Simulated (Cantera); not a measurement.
Input: 1 mol SiO2, 1.8 mol HF, held at 133 Pa.

These are equilibrium values from Cantera (NASA tables, ideal gas, pure condensed phases), not measurements of a reactor. Candidate condensed phases: H2O, Si, SiO2; 38 gas species. The tables' values for SiF3 are old estimates; treat these amounts as uncertain. The tables hold silica as quartz up to 1696 K and as liquid above; real silica turns to tridymite and cristobalite and melts near 1996 K. Equilibrium is a limit: real reactors are often held back by kinetics, nucleation or transport.

x: gas mole fraction; n: condensed amount in mol.

```
T (°C)   x HF   x H2O  x SiF4      x H2  x O2      x OH       x H  n SiO2(β-quartz)  n SiO2(condensed)
------  -----  ------  ------  --------  ----  --------  --------  ----------------  -----------------
1200    0.923  0.0509  0.0256  0.000193     …   3.30e-5   4.81e-6             0.955                  0
1250    0.930  0.0465  0.0234  0.000284     …   5.38e-5   1.07e-5             0.959                  0
1300    0.935  0.0427  0.0216  0.000409     …   8.49e-5   2.25e-5             0.962                  0
1350    0.940  0.0394  0.0200  0.000573     …  0.000130   4.53e-5             0.965                  0
1400    0.943  0.0364  0.0186  0.000786     …  0.000195   8.74e-5             0.967                  0
1450    0.947  0.0336  0.0174   0.00105     …  0.000284  0.000162                 0              0.969
1500    0.950  0.0311  0.0163   0.00137     …  0.000405  0.000289                 0              0.971
1550    0.952  0.0288  0.0154   0.00174     …  0.000569  0.000495                 0              0.972
```

**Question.** Complete the blanks.

**Answer.** 
- 1200, x O2: 8.95e-5
- 1250, x O2: 0.000132
- 1300, x O2: 0.000189
- 1350, x O2: 0.000265
- 1400, x O2: 0.000366
- 1450, x O2: 0.000497
- 1500, x O2: 0.000669
- 1550, x O2: 0.000907
